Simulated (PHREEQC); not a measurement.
Consider water at 25 °C with 2.25 mmol/kgw CuCl2 and 0.7 mmol/kgw HCl. Closed to the air; pH follows from the charge balance.

Equilibrium calculation in PHREEQC: ion-association model, wateq4f.dat.

Q: The ionic strength comes out as 0.00741 mol/kgw. What activity coefficients do CuCl+, Cu+2, H+, Cl- get?

A: CuCl+ 0.91, Cu+2 0.71, H+ 0.92, Cl- 0.91.

Precipitation was switched off in this run. Species that the database lacks are ignored.
